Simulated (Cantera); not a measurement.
Gas mixture: 25.4 % CH₃OH, 74.6 % CH₄, at 26.3 Torr, frozen composition.

Cantera's kinetic-theory transport with the Lennard-Jones parameters of GRI-Mech 3.0, ideal gas; thermal conductivity in the mixture-averaged form. Polar gases are described roughly by these parameters. The composition is frozen, though it would react at the higher temperatures.

D: mixture-averaged diffusion coefficient of that species in the mixture.

| T (K) | ρ (kg/m³) | cp (J/kg/K) | μ (µPa s) | λ (mW/m/K) | Pr | D (cm²/s) NH₃ | D (cm²/s) CH₄ | D (cm²/s) C₂H₂ |
|---|---|---|---|---|---|---|---|---|
| 400 | 0.0212 | 2153 | 14.1 | 43.6 | 0.697 | 10.0 | 8.16 | 7.75 |
| 650 | 0.0130 | ___ | ___ | ___ | 0.708 | ___ | ___ | ___ |
| 900 | 0.00940 | 3624 | 27.0 | 137 | 0.713 | 45.5 | 35.7 | 33.0 |
| 1150 | 0.00736 | 4159 | 32.2 | 186 | 0.719 | 70.2 | 54.6 | 50.2 |
| 1400 | 0.00605 | 4556 | 37.0 | 234 | 0.721 | 98.8 | 76.4 | 70.1 |
| 1650 | 0.00513 | 4857 | 41.4 | 279 | 0.720 | 131 | 101 | 92.4 |
| 1900 | 0.00445 | 5088 | 45.5 | ___ | 0.719 | ___ | ___ | ___ |
| 2150 | 0.00394 | 5268 | 49.4 | 363 | 0.718 | 205 | 157 | 144 |

Question: What belongs in the gaps?

Answer: 
- 650, cp (J/kg/K): 2964
- 650, μ (µPa s): 21.0
- 650, λ (mW/m/K): 88.0
- 650, D (cm²/s) NH₃: 25.2
- 650, D (cm²/s) CH₄: 20.0
- 650, D (cm²/s) C₂H₂: 18.7
- 1900, λ (mW/m/K): 322
- 1900, D (cm²/s) NH₃: 167
- 1900, D (cm²/s) CH₄: 128
- 1900, D (cm²/s) C₂H₂: 117
